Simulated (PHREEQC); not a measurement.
AlCl3 is added in steps, without added water, to 1 kg of water holding 0.23 mol/kgw AgNO3, 5.3e-05 mol/kgw HNO3 and 0.00052 mol/kgw Zn(NO3)2, at 60 °C. O2 is buffered at 0.21 atm. CO2 from the air is kept out. Solids allowed: Al(OH)3(a), Zn(OH)2-e, Zn5(OH)8Cl2, Cerargyrite, Ag2O. Others were left out.

Base run: PHREEQC, ion-association model, wateq4f.dat. Each further column changes one thing. The table gives Ag in solution (mol/kgw).

```
AlCl3 added (mol)      base  all activity coefficients set to 1  Debye-Hückel limiting law  metal-ligand complexes left out  Davies equation for every ion
-----------------  --------  ----------------------------------  -------------------------  -------------------------------  -----------------------------
0                     0.230                               0.230                      0.230                            0.230                          0.230
0.04312               0.101                               0.101                      0.101                            0.101                          0.101
0.08625             1.05e-5                             1.15e-5                    1.93e-5                          2.22e-7                        1.18e-5
0.1725             0.000138                            0.000147                     0.0253                          2.19e-8                       0.000247
0.2156             0.000204                            0.000276                     0.0742                          1.45e-8                       0.000448
0.2587             0.000246                            0.000461                      0.130                          1.05e-8                       0.000646
0.3019             0.000263                            0.000715                      0.185                          7.96e-9                       0.000811
0.3881             0.000254                             0.00147                      0.230                          4.99e-9                        0.00101
0.4313             0.000240                             0.00200                      0.230                          4.05e-9                        0.00105
0.4744             0.000225                             0.00264                      0.230                          3.33e-9                        0.00106
0.5175             0.000210                             0.00340                      0.230                          2.77e-9                        0.00106
0.6038             0.000184                             0.00533                      0.230                          1.95e-9                        0.00105
0.6469             0.000173                             0.00652                      0.230                          1.65e-9                        0.00104
0.69               0.000163                             0.00787                      0.230                          1.40e-9                        0.00104
```

The ionic strength passes 0.7 mol/kgw, the rough limit of the ion-association models, in part of: base; all activity coefficients set to 1; Debye-Hückel limiting law; metal-ligand complexes left out; Davies equation for every ion. Constants without temperature data keep their 25 °C values here.
